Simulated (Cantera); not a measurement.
Input (Python, Cantera):

```python
import numpy as np
import cantera as ct

gas = ct.Solution("gri30.yaml")


def delay(T, t_max=10):
    gas.TPX = T, 500000, {'CH4': 1, 'O2': 1.54, 'N2': 5.78, 'CO2': 0.48}
    reactor = ct.IdealGasConstPressureReactor(gas, clone=False)
    net = ct.ReactorNet([reactor])
    net.rtol, net.atol = 1e-8, 1e-16
    while net.time < t_max:
        t_old, T_old = net.time, reactor.T
        net.step()
        if reactor.T > T + 400:  # ignition: a rise of 400 K
            return t_old + (T + 400 - T_old) / (reactor.T - T_old) * (net.time - t_old)
    return np.nan


taus = []
for T in [1100, 1175, 1250, 1325, 1400, 1475, 1550, 1625, 1700]:
    taus.append(delay(T))
    print(f"T0 = {T:6g} K   tau = {taus[-1]:.4e} s")
```

Output:

```
T0 =   1100 K   tau = 4.7712e-02 s
T0 =   1175 K   tau = 1.7187e-02 s
T0 =   1250 K   tau = 6.6439e-03 s
T0 =   1325 K   tau = 2.7298e-03 s
T0 =   1400 K   tau = 1.1818e-03 s
T0 =   1475 K   tau = 5.3564e-04 s
T0 =   1550 K   tau = 2.5413e-04 s
T0 =   1625 K   tau = 1.2686e-04 s
T0 =   1700 K   tau = 6.7084e-05 s
```

Cantera simulation using GRI-Mech 3.0 (53 species, 325 reactions); the numbers are that mechanism's predictions, not measurements.
